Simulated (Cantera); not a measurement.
An isothermal, constant-pressure homogeneous reactor starts with H2 : O2 : N2 = 0.17 : 1 : 0.14 (molar parts), at 1473 K and 18.8 Torr. Integrator tolerance rtol = 1e-08.

Computed with Cantera and GRI-Mech 3.0 (53 species, 325 reactions). Radical loss at walls, strong at low pressure, is not modelled. The temperature is held fixed by assumption; the heat of reaction is taken as removed at once.

Problem. What does this change do: temperature 1473 to 1350 K?

Solution. 
| quantity | before | after |
|---|---|---|
| x(H2) at 2.00 s | 1.62e-6 (gas-phase equilibrium 1.34e-6) | 5.73e-7 (gas-phase equilibrium 2.09e-7) |
| x(O2) at 2.00 s | 0.747 (gas-phase equilibrium 0.746) | 0.747 (gas-phase equilibrium 0.747) |
| x(H2O2) at 2.00 s | 3.57e-9 (gas-phase equilibrium 3.36e-9) | 2.96e-9 (gas-phase equilibrium 1.50e-9) |
| x(HO2) at 2.00 s | 1.83e-7 (gas-phase equilibrium 1.93e-7) | 5.77e-8 (gas-phase equilibrium 7.17e-8) |
| x(OH) at 2.00 s | 0.000276 (gas-phase equilibrium 0.000251) | 0.000124 (gas-phase equilibrium 7.48e-5) |

Problem. What does this change do: pressure from 18.8 Torr to 3.30 Torr?

Solution. 
```tsv
quantity	before	after
x(H2) at 2.00 s	1.62e-6 (gas-phase equilibrium 1.34e-6)	0.000251 (gas-phase equilibrium 3.19e-6)
x(O2) at 2.00 s	0.747 (gas-phase equilibrium 0.746)	0.743 (gas-phase equilibrium 0.746)
x(H2O2) at 2.00 s	3.57e-9 (gas-phase equilibrium 3.36e-9)	1.15e-8 (gas-phase equilibrium 1.41e-9)
x(HO2) at 2.00 s	1.83e-7 (gas-phase equilibrium 1.93e-7)	3.12e-7 (gas-phase equilibrium 1.25e-7)
x(OH) at 2.00 s	0.000276 (gas-phase equilibrium 0.000251)	0.00343 (gas-phase equilibrium 0.000388)
```

Problem. What does this change do: temperature 1473 to 1425 K?

Solution. 
```tsv
quantity	before	after
x(H2) at 2.00 s	1.62e-6 (gas-phase equilibrium 1.34e-6)	1.03e-6 (gas-phase equilibrium 6.73e-7)
x(O2) at 2.00 s	0.747 (gas-phase equilibrium 0.746)	0.747 (gas-phase equilibrium 0.747)
x(H2O2) at 2.00 s	3.57e-9 (gas-phase equilibrium 3.36e-9)	3.05e-9 (gas-phase equilibrium 2.49e-9)
x(HO2) at 2.00 s	1.83e-7 (gas-phase equilibrium 1.93e-7)	1.19e-7 (gas-phase equilibrium 1.34e-7)
x(OH) at 2.00 s	0.000276 (gas-phase equilibrium 0.000251)	0.000198 (gas-phase equilibrium 0.000161)
```
